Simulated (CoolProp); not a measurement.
Water at several states: density (kg/m³) from the reference equation and from simpler models built on Tc = 647.1 K, pc = 22.06 MPa, ω = 0.344; each cubic takes its own stable root.

The numbers come from the reference Helmholtz-energy equation of state, Wagner 2002 in CoolProp.

```tsv
T (K)	p (MPa)	phase	reference	Redlich-Kwong	Soave-Redlich-Kwong	Peng-Robinson
607.3	0.0103	gas	0.03676	0.03676	0.03676	0.03676
588.3	1.19	gas	4.503	…	…	4.510
370.1	4.55	liquid	…	686.4	…	803.7
508.6	0.199	gas	0.8544	0.8530	0.8536	0.8539
792.9	16.1	gas	49.99	51.30	49.71	…
691	26	supercritical	146.1	…	…	144.9
```

Problem. Some entries are withheld; supply them.

Solution. 
- 588.3, Redlich-Kwong: 4.493
- 588.3, Soave-Redlich-Kwong: 4.499
- 370.1, reference: 962.6
- 370.1, Soave-Redlich-Kwong: 713.3
- 792.9, Peng-Robinson: 50.84
- 691, Redlich-Kwong: 149.3
- 691, Soave-Redlich-Kwong: 137.6
